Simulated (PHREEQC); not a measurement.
Copper plating or etch bath: speciation

Dissolve 0.0012 mol CuSO4, 0.011 mol HBF4 and 0.00025 mol FeCl3 per kg of water at 20 °C. Closed to the air; pH follows from the charge balance.

Model: ion-association model, wateq4f.dat, run in PHREEQC.

This is a speciation only: nothing precipitates in the calculation.

Q: What pH, ionic strength does the model give?

A: pH 2.04; ionic strength 0.0145 mol/kgw.

Q: In which forms is Fe present?

A: FeF2+ 59 %, FeF3 35 %, FeF+2 5.3 % of the Fe.

Examples of supersaturated solids here: Hematite (slow to form). Others may be too. Species that the database lacks are ignored. Real BF4- forms and hydrolyses slowly; the run takes it at equilibrium. Fluoro complexes past AlF4- and FeF3 are missing from the database.
